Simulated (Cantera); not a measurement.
A freely propagating, adiabatic, planar premixed flame of 49.1 % H2, 8.85 % O2, 42.0 % N2, equivalence ratio 2.8, unburnt at 648 K and 0.220 bar; mixture-averaged transport, grid criteria slope 0.08 and curve 0.16, no radiation.

Detailed kinetics in Cantera: the H2/O2 subset of GRI-Mech 3.0, which has no nitrogen chemistry. Burning velocities carry a grid error of a few per cent, more on coarse grids.

x: mole fraction of selected species; z is measured from the peak of heat release.

```
z (mm)  T (K)  u (m/s)   x H2      x O2       x H       x O    x HO2    x H2O
------  -----  -------  -----  --------  --------  --------  -------  -------
-10.9     648     6.94  0.491    0.0885     <1e-8     <1e-8    <1e-8    <1e-8
-7.30     648     6.94  0.491    0.0885     <1e-8     <1e-8    <1e-8    <1e-8
-5.47     648     6.94  0.491    0.0885     <1e-8     <1e-8  1.65e-8    <1e-8
-3.65     648     6.94  0.491    0.0885       ___       ___      ___      ___
-1.82     664     7.10  0.489    0.0881  0.000798   1.30e-5  4.33e-5  0.00108
-0.912    782     8.27  0.466    0.0839    0.0109  0.000216  2.98e-5   0.0124
0        1085     11.2  0.364    0.0487    0.0625   0.00213  1.26e-5   0.0872
0.912    1292     13.3  0.287   0.00589    0.0971   0.00104  1.50e-6    0.171
1.82     1371     14.0  0.282       ___    0.0942       ___      ___    0.183
3.65     1457     14.8  0.289  0.000103    0.0828  0.000328  2.32e-8    0.184
7.30     1555     15.7  0.299   8.09e-5    0.0687  0.000284  1.73e-8    0.186
14.6     1655     16.6  0.309   5.84e-5    0.0539  0.000213  1.24e-8    0.187
29.2     1748     17.4  0.318   3.60e-5    0.0398  0.000136    <1e-8    0.189
```

Problem. Some entries are withheld; supply them.

Solution. 
- -3.65, x H: 1.63e-6
- -3.65, x O: 1.29e-8
- -3.65, x HO2: 1.94e-6
- -3.65, x H2O: 3.16e-7
- 1.82, x O2: 0.000508
- 1.82, x O: 0.000392
- 1.82, x HO2: 1.20e-7
